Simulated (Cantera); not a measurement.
A Cantera script and its output.

```python
import numpy as np
import cantera as ct

gas = ct.Solution("h2o2.yaml")
gas.TPX = 950, 2000, {'H2': 0.18, 'O2': 1, 'N2': 0.32}
inlet = ct.Reservoir(gas, clone=True)

reactor = ct.IdealGasConstPressureReactor(gas, energy="off", clone=False)
exhaust = ct.Reservoir(gas, clone=True)
tau = [1.2, 0.38, 0.12, 0.038, 0.012, 0.0038, 0.0012][0]
for a, b in ((inlet, reactor), (reactor, exhaust)):
    ct.MassFlowController(a, b, mdot=lambda t: reactor.mass / tau)
net = ct.ReactorNet([reactor])
show = ['H2', 'O2', 'H2O2', 'H', 'HO2']

rows = []
print(f"{'tau/s':>10s}{'T/K':>9s}" + "".join(f"{s:>11s}" for s in show))
for tau in [1.2, 0.38, 0.12, 0.038, 0.012, 0.0038, 0.0012]:
    net.initial_time = 0.0
    net.advance(30 * tau)
    before = gas.X
    net.advance(40 * tau)
    drift = np.max(np.abs(gas.X - before) / (gas.X + 1e-9))
    rows.append([gas.T, *gas[show].X, drift])
    print(f"{tau:10.3e}{gas.T:9.1f}" + "".join(f"{x:11.3e}" for x in gas[show].X))
```

It prints:

```
     tau/s      T/K         H2         O2       H2O2          H        HO2
 1.200e+00    950.0  1.116e-03  6.450e-01  3.161e-07  1.078e-04  7.817e-06
 3.800e-01    950.0  2.135e-03  6.446e-01  3.836e-07  3.369e-04  1.053e-05
 1.200e-01    950.0  4.026e-03  6.438e-01  4.513e-07  1.041e-03  1.313e-05
 3.800e-02    950.0  7.514e-03  6.423e-01  5.048e-07  3.110e-03  1.510e-05
 1.200e-02    950.0  1.401e-02  6.395e-01  5.211e-07  8.564e-03  1.591e-05
 3.800e-03    950.0  2.629e-02  6.361e-01  4.897e-07  1.886e-02  1.517e-05
 1.200e-03    950.0  5.086e-02  6.383e-01  4.235e-07  2.511e-02  1.298e-05
```

Detailed kinetics in Cantera: the H2/O2 subset of GRI-Mech 3.0, which has no nitrogen chemistry. Radical loss at walls, strong at low pressure, is not modelled. The temperature is held fixed by assumption; the heat of reaction is taken as removed at once.
